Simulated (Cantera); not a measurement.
# Hydrocarbon pyrolysis for carbon deposition

An isothermal, constant-pressure homogeneous reactor starts with 37.0 % C2H6, 63.0 % H2, at 1225 K and 0.770 bar.

Computed with Cantera and GRI-Mech 3.0 (53 species, 325 reactions). GRI-Mech 3.0 stops at C3 and has no aromatics, soot or wall deposition, so with more carbon than oxygen in the feed, carbon stays in small species such as C2H2 where larger ones or solid carbon would form.

```tsv
t (s)	x C2H6	x H2	x C2H2	x C2H4	x CH4
4.00e-6	0.370	0.630	<1e-12	4.97e-7	2.53e-6
1.41e-5	0.370	0.630	1.01e-11	1.41e-5	1.76e-5
4.94e-5	0.370	0.630	2.21e-9	0.000249	8.35e-5
0.000174	0.366	0.631	3.15e-7	0.00307	0.000525
0.000611	0.339	0.636	1.57e-5	0.0209	0.00392
0.00215	0.258	0.650	0.000241	0.0750	0.0153
0.00754	0.113	0.675	0.00207	0.170	0.0396
0.0265	0.0222	0.685	0.00929	0.219	0.0642
0.0932	0.0113	0.678	0.0228	0.201	0.0867
0.328	0.00904	0.653	0.0370	0.168	0.133
1.15	0.00692	0.602	0.0380	0.139	0.214
4.05	0.00478	0.533	0.0329	0.108	0.322
14.2	0.00291	0.459	0.0265	0.0755	0.436
50.0	0.00164	0.395	0.0198	0.0489	0.535
```
x: mole fraction; the columns are a selection and need not sum to one.

Equilibrium at this temperature and pressure: C2H6 0.000941, H2 0.349, C2H2 0.0140, C2H4 0.0309, CH4 0.605 (gas phase only).
